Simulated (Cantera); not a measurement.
Input (Python, Cantera):

```python
import numpy as np
import cantera as ct

gas = ct.Solution("gri30.yaml", transport_model="multicomponent")
show = ['NO', 'O', 'NH3']

rows = []
print(f"{'T/K':>7s}{'rho':>11s}{'cp':>10s}{'mu':>11s}{'lambda':>11s}{'Pr':>7s}" + "".join(f"{'D_' + s:>11s}" for s in show))
for T in [400, 600, 800, 1000, 1200, 1400, 1600]:
    gas.TPX = T, 240, {'N2O': 0.44, 'N2': 0.38}
    Pr = gas.cp_mass * gas.viscosity / gas.thermal_conductivity
    D = [gas.mix_diff_coeffs_mole[gas.species_index(s)] for s in show]
    rows.append([gas.density, gas.cp_mass, gas.viscosity, gas.thermal_conductivity, Pr, *D])
    print(f"{T:7g}{gas.density:11.4e}{gas.cp_mass:10.1f}{gas.viscosity:11.4e}"
          f"{gas.thermal_conductivity:11.4e}{Pr:7.3f}" + "".join(f"{d:11.4e}" for d in D))
print("SI units: kg/m3, J/kg/K, Pa s, W/m/K, m2/s")
```

Output:

```
    T/K        rho        cp         mu     lambda     Pr       D_NO        D_O      D_NH3
    400 2.6411e-03     997.4 2.0630e-05 2.8513e-02  0.722 1.2253e-02 1.9670e-02 1.3554e-02
    600 1.7607e-03    1091.6 2.8318e-05 4.2491e-02  0.727 2.4776e-02 3.9585e-02 2.9046e-02
    800 1.3205e-03    1166.5 3.4902e-05 5.5839e-02  0.729 4.0420e-02 6.4434e-02 4.8896e-02
   1000 1.0564e-03    1224.5 4.0782e-05 6.8492e-02  0.729 5.8855e-02 9.3708e-02 7.2532e-02
   1200 8.8037e-04    1262.0 4.6168e-05 7.9978e-02  0.729 7.9860e-02 1.2706e-01 9.9579e-02
   1400 7.5460e-04    1292.8 5.1187e-05 9.0904e-02  0.728 1.0327e-01 1.6424e-01 1.2977e-01
   1600 6.6027e-04    1317.7 5.5918e-05 1.0130e-01  0.727 1.2897e-01 2.0505e-01 1.6292e-01
SI units: kg/m3, J/kg/K, Pa s, W/m/K, m2/s
```

Computed with Cantera and GRI-Mech 3.0 (53 species, 325 reactions). The composition is frozen, though it would react at the higher temperatures.
